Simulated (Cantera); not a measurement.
Input (Python, Cantera):

```python
import numpy as np
import cantera as ct

gas = ct.Solution("gri30.yaml")
gas.TPX = 1725, 500000, {'CH4': 1, 'H2': 0.36, 'O2': 2.48, 'N2': 9.31}
reactor = ct.IdealGasReactor(gas, energy="on", clone=False)
net = ct.ReactorNet([reactor])
net.rtol, net.atol = 1e-08, 1e-16
show = ['CH4', 'H2', 'O2', 'N2O', 'CH2CO']
times = np.geomspace(9e-06, 0.5, 15)

steps = ct.SolutionArray(gas, extra=["t"])
rows = []
print(f"{'t/s':>10s}{'T/K':>9s}{'P/Pa':>11s}" + "".join(f"{s:>11s}" for s in show))
for t in times:
    while net.time < t:
        t_next = net.step()
        steps.append(gas.state, t=t_next)
    rows.append([np.interp(t, steps.t, y) for y in (steps.T, steps.P, *steps(*show).X.T)])
    print(f"{t:10.3e}{rows[-1][0]:9.1f}{rows[-1][1]:11.4g}" + "".join(f"{x:11.3e}" for x in rows[-1][2:]))
rate = np.gradient(steps.T, steps.t)
print("integrator steps:", len(steps.t))
if steps.T.max() > steps.T[0] + 200:
    print(f"time of steepest temperature rise: {steps.t[rate.argmax()]:.4e} s")
gas.TPX = 1725, 500000, {'CH4': 1, 'H2': 0.36, 'O2': 2.48, 'N2': 9.31}
gas.equilibrate("UV")
print(f"equilibrium (UV): T = {gas.T:.1f} K  " + "  ".join(f"{s} {gas[s].X[0]:.3e}" for s in show))
```

Output:

```
       t/s      T/K       P/Pa        CH4         H2         O2        N2O      CH2CO
 9.000e-06   1728.0  5.009e+05  7.457e-02  2.713e-02  1.877e-01  3.463e-09  1.787e-07
 1.964e-05   1970.3  5.775e+05  4.394e-02  3.349e-02  1.583e-01  8.809e-08  4.228e-04
 4.286e-05   3094.9  9.243e+05  3.028e-14  1.540e-02  3.418e-02  2.591e-06  7.044e-16
 9.353e-05   3083.5  9.202e+05  3.239e-14  1.565e-02  3.106e-02  2.744e-06  7.195e-16
 2.041e-04   3077.3  9.181e+05  3.362e-14  1.580e-02  2.945e-02  2.888e-06  7.273e-16
 4.454e-04   3076.6  9.179e+05  3.376e-14  1.581e-02  2.928e-02  2.906e-06  7.282e-16
 9.721e-04   3076.6  9.179e+05  3.376e-14  1.581e-02  2.927e-02  2.906e-06  7.282e-16
 2.121e-03   3076.6  9.179e+05  3.376e-14  1.581e-02  2.927e-02  2.906e-06  7.282e-16
 4.629e-03   3076.6  9.179e+05  3.376e-14  1.581e-02  2.927e-02  2.906e-06  7.282e-16
 1.010e-02   3076.6  9.179e+05  3.376e-14  1.581e-02  2.927e-02  2.906e-06  7.282e-16
 2.205e-02   3076.6  9.179e+05  3.376e-14  1.581e-02  2.927e-02  2.906e-06  7.282e-16
 4.811e-02   3076.6  9.179e+05  3.376e-14  1.581e-02  2.927e-02  2.906e-06  7.282e-16
 1.050e-01   3076.6  9.179e+05  3.376e-14  1.581e-02  2.927e-02  2.906e-06  7.282e-16
 2.291e-01   3076.6  9.179e+05  3.376e-14  1.581e-02  2.927e-02  2.906e-06  7.282e-16
 5.000e-01   3076.6  9.179e+05  3.376e-14  1.581e-02  2.927e-02  2.906e-06  7.282e-16
integrator steps: 1738
time of steepest temperature rise: 2.1118e-05 s
equilibrium (UV): T = 3076.6 K  CH4 4.399e-14  H2 1.581e-02  O2 2.927e-02  N2O 2.906e-06  CH2CO 7.893e-16
```

Model: GRI-Mech 3.0 (53 species, 325 reactions), integrated in Cantera. Above 3000 K some thermodynamic fits are extrapolated.
